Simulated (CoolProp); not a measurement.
The fluid at 350.34 K and 1.51 MPa expands adiabatically to 0.128 MPa with isentropic efficiency 0.8. The same conditions are run with several fluids, on thermodynamics alone (safety and materials aside).

The numbers come from the reference Helmholtz-energy equation of state of each fluid (chloromethane (R40): Thol 2014; C3F8 (R218): Lemmon 2006; nitrous oxide: Lemmon 2006; fluoroethane (R161): Wu 2012) in CoolProp.

Rank chloromethane (R40), C3F8 (R218), nitrous oxide, fluoroethane (R161) by work (kJ/kg), highest first.

nitrous oxide (96.8), fluoroethane (R161) (90.8), chloromethane (R40) (81.3), C3F8 (R218) (25.6)

```json
[
 {"fluid": "chloromethane (R40)", "final temperature (K)": "254.7", "final phase": "two-phase, vapour fraction 0.929", "final density (kg/m³)": "3.43"},
 {"fluid": "C3F8 (R218)", "final temperature (K)": "306.4", "final phase": "gas", "final density (kg/m³)": "9.68"},
 {"fluid": "nitrous oxide", "final temperature (K)": "228.4", "final phase": "gas", "final density (kg/m³)": "3.01"},
 {"fluid": "fluoroethane (R161)", "final temperature (K)": "256.9", "final phase": "gas", "final density (kg/m³)": "2.98"}
]
```
